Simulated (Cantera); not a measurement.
Charge: 1 mol MgSO4, 1.5 mol C, 2.5 mol O2, held at 1225 °C and 100 Torr.

Equilibrium computed with Cantera from the NASA thermochemical tables; the gas is ideal and each condensed phase is pure. Candidate condensed phases: C, Mg, MgCO3, MgO, MgS, MgSO4, S; 26 gas species. Equilibrium is a limit: real reactors are often held back by kinetics, nucleation or transport.

Question: What is the equilibrium state?

Answer: 
```
Quantity                                   Result
--------------------------------------  ---------
x(CO2)                                      0.375
x(O2)                                       0.374
x(SO2)                                      0.248
x(SO3)                                    0.00209
x(CO)                                     8.00e-6
x(O)                                      6.63e-6
n(MgO(s))                                1.00 mol
gas amount                              3.996 mol
log10 activity of S(l) (absent)            -10.18
log10 activity of C(graphite) (absent)     -13.81
log10 activity of Mg(l) (absent)           -14.54
```
